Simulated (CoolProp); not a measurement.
A closed Brayton cycle with carbon dioxide: compressor inlet 324.15 K and 7.5 MPa, high pressure 15.9 MPa, turbine inlet 805 K, compressor efficiency 0.8, turbine efficiency 0.85, recuperator effectiveness 0 (on enthalpy, no pinch check). Each further row changes one setting.

The numbers come from the reference Helmholtz-energy equation of state, Span 1996 in CoolProp.

```json
[
 {"case": "as stated", "thermal efficiency (%)": "9.7", "net work (kJ/kg)": "50.9", "compressor to turbine work": "0.45", "compressor exit (K)": "390.5", "turbine exit (K)": "721.0"},
 {"case": "turbine inlet 755 K", "thermal efficiency (%)": "9.6", "net work (kJ/kg)": "44.5", "compressor to turbine work": "(withheld)", "compressor exit (K)": "390.5", "turbine exit (K)": "674.0"},
 {"case": "compressor inlet 334.15 K", "thermal efficiency (%)": "9.2", "net work (kJ/kg)": "(withheld)", "compressor to turbine work": "(withheld)", "compressor exit (K)": "(withheld)", "turbine exit (K)": "721.0"},
 {"case": "high pressure 13.5 MPa", "thermal efficiency (%)": "(withheld)", "net work (kJ/kg)": "41.7", "compressor to turbine work": "0.43", "compressor exit (K)": "375.5", "turbine exit (K)": "738.9"},
 {"case": "recuperator effectiveness 0.5", "thermal efficiency (%)": "15.1", "net work (kJ/kg)": "50.9", "compressor to turbine work": "0.45", "compressor exit (K)": "390.5", "turbine exit (K)": "721.0"}
]
```

Problem. Some entries are withheld; supply them.

Solution. 
- turbine inlet 755 K, compressor to turbine work: 0.48
- compressor inlet 334.15 K, net work (kJ/kg): 46.3
- compressor inlet 334.15 K, compressor to turbine work: 0.50
- compressor inlet 334.15 K, compressor exit (K): 404.1
- high pressure 13.5 MPa, thermal efficiency (%): 7.7
